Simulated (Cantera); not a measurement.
Input: 1 mol CaCO₃, 8.7 mol O₂, 0.59 mol CO₂, held at 950 K and 11.3 Torr.

These are equilibrium values from Cantera (NASA tables, ideal gas, pure condensed phases), not measurements of a reactor. Candidate condensed phases: C, Ca, CaCO₃, CaO; 15 gas species. Kinetics and transport are ignored.

Base state: O₂ 0.845, CO₂ 0.155 (mole fractions); condensed: CaO(s).

### Question
What changes in the equilibrium state with this change: temperature from 950 K to 1873.15 K?

### Answer
| species | before | after |
|---|---|---|
| O₂ | 0.845 | 0.844 |
| CO₂ | 0.155 | 0.154 |
| O | <1e-9 | 0.00178 |
| CO | <1e-9 | 0.000582 |
| CaO(s), mol | 1.00 | 1.00 |
